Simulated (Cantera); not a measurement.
Equilibrium for silicon carbide growth: SiCl₄ + C₂H₄ + H₂

Input: 1 mol SiCl₄, a varied amount of C₂H₄, 130 mol H₂, held at 827 °C and 100 Torr.

Method: chemical equilibrium by Gibbs-energy minimisation in Cantera with the NASA 1993 tables (ideal gas, pure condensed phases). Candidate condensed phases: C, C₆H₆, C₇H₈, C₈H₁₈, Si, SiC; 109 gas species. Mutual solubility and eutectic melting of coexisting phases are not modelled. The tables' values for SiCl₃ are old estimates; treat these amounts as uncertain. Kinetics and transport are ignored.

From 0.072 mol C₂H₄ to 0.19 mol C₂H₄ the condensed part is Si(s) + SiC(s). From 0.25 mol C₂H₄ to 0.41 mol C₂H₄ the condensed part is SiC(s). The main Si-bearing gas is SiCl₄ throughout.

```csv
n(C₂H₄) (mol),x H₂,x HCl,x SiCl₄,x SiHCl₃,x SiCl₂,x SiCl₃,n Si(s),n SiC(s)
0.072,0.980,0.0158,0.00184,0.00169,0.000516,0.000261,0.264,0.143
0.092,0.980,0.0158,0.00184,0.00169,0.000516,0.000261,0.224,0.183
0.12,0.980,0.0157,0.00184,0.00169,0.000516,0.000261,0.168,0.239
0.15,0.980,0.0157,0.00184,0.00169,0.000515,0.000261,0.108,0.299
0.19,0.980,0.0157,0.00184,0.00169,0.000515,0.000261,0.0286,0.379
0.25,0.978,0.0177,0.00169,0.00138,0.000373,0.000213,0,0.499
0.32,0.976,0.0210,0.00136,0.000936,0.000215,0.000145,0,0.638
0.41,0.973,0.0252,0.000786,0.000447,8.52e-5,6.94e-5,0,0.812
```
x: gas mole fraction; n: condensed amount in mol.
